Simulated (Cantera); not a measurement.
A perfectly stirred reactor is fed with CH₄ : O₂ : N₂ = 0.017 : 0.0031 : 1 (molar parts), equivalence ratio 11, at 0.570 bar; it is held at 1300 K, and followed from long to short residence time.

Computed with Cantera and GRI-Mech 3.0 (53 species, 325 reactions). GRI-Mech 3.0 stops at C3 and has no aromatics, soot or wall deposition, so with more carbon than oxygen in the feed, carbon stays in small species such as C2H2 where larger ones or solid carbon would form.

What does this change do: pressure from 0.570 bar to 5.00 bar?


```csv
quantity,before,after
x(CH₄) at τ = 0.330 s,0.0166,0.0160
x(O₂) at τ = 0.330 s,0.00301,0.00270
x(HCO) at τ = 0.330 s,3.57e-11,5.82e-11
x(CO₂) at τ = 0.330 s,1.44e-7,8.46e-6
x(CH₂CO) at τ = 0.330 s,6.56e-8,3.97e-6
x(CH₄) at τ = 3.80 ms,0.0167,0.0167
x(O₂) at τ = 3.80 ms,0.00304,0.00304
x(HCO) at τ = 3.80 ms,<1e-12,<1e-12
x(CO₂) at τ = 3.80 ms,7.20e-12,5.46e-10
x(CH₂CO) at τ = 3.80 ms,<1e-12,1.34e-11
```

What does this change do: temperature 1300 to 1448 K?


```json
[
 {"quantity": "x(CH₄) at τ = 0.330 s", "before": "0.0166", "after": "0.0120"},
 {"quantity": "x(O₂) at τ = 0.330 s", "before": "0.00301", "after": "0.00125"},
 {"quantity": "x(HCO) at τ = 0.330 s", "before": "3.57e-11", "after": "8.12e-10"},
 {"quantity": "x(CO₂) at τ = 0.330 s", "before": "1.44e-7", "after": "8.43e-5"},
 {"quantity": "x(CH₂CO) at τ = 0.330 s", "before": "6.56e-8", "after": "1.07e-5"},
 {"quantity": "x(CH₄) at τ = 3.80 ms", "before": "0.0167", "after": "0.0167"},
 {"quantity": "x(O₂) at τ = 3.80 ms", "before": "0.00304", "after": "0.00304"},
 {"quantity": "x(HCO) at τ = 3.80 ms", "before": "<1e-12", "after": "7.73e-12"},
 {"quantity": "x(CO₂) at τ = 3.80 ms", "before": "7.20e-12", "after": "7.20e-9"},
 {"quantity": "x(CH₂CO) at τ = 3.80 ms", "before": "<1e-12", "after": "8.31e-11"}
]
```
